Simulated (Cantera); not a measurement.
A perfectly stirred reactor is fed with H2 : O2 : N2 = 1 : 0.455 : 1.71 (molar parts), at 5.60 bar; it is adiabatic with a 325 K inlet, and is followed from long to short residence time, starting on the burning branch (τ in s: 0.067, 0.022, 0.0075, 0.0025, 0.00083, 0.00028, 9.3e-05, 3.1e-05, 1e-05).

Cantera simulation using the H2/O2 subset of GRI-Mech 3.0, which has no nitrogen chemistry; the numbers are that mechanism's predictions, not measurements. The hydrogen kinetics of GRI-Mech 3.0 are dated; newer H2 mechanisms differ, most at raised pressure.

**Question.** Predict: blow-out, bracketed by the residence times tried; x(H2) at τ = 67.0 ms; x(O2) at τ = 67.0 ms; x(H2O2) at τ = 67.0 ms; x(O) at τ = 67.0 ms; x(HO2) at τ = 67.0 ms; x(H2) at τ = 0.830 ms; x(O2) at τ = 0.830 ms; x(H2O2) at τ = 0.830 ms; x(O) at τ = 0.830 ms; x(HO2) at τ = 0.830 ms.

**Answer.** 
```
Quantity                                                                          Result
------------------------------------------------  --------------------------------------
blow-out, bracketed by the residence times tried  burning at 10.0 µs, the shortest tried
x(H2) at τ = 67.0 ms                                                              0.0347
x(O2) at τ = 67.0 ms                                                            0.000397
x(H2O2) at τ = 67.0 ms                                                           1.00e-7
x(O) at τ = 67.0 ms                                                              9.77e-5
x(HO2) at τ = 67.0 ms                                                            3.27e-7
x(H2) at τ = 0.830 ms                                                             0.0383
x(O2) at τ = 0.830 ms                                                            0.00192
x(H2O2) at τ = 0.830 ms                                                          3.44e-7
x(O) at τ = 0.830 ms                                                            0.000408
x(HO2) at τ = 0.830 ms                                                           2.22e-6
```
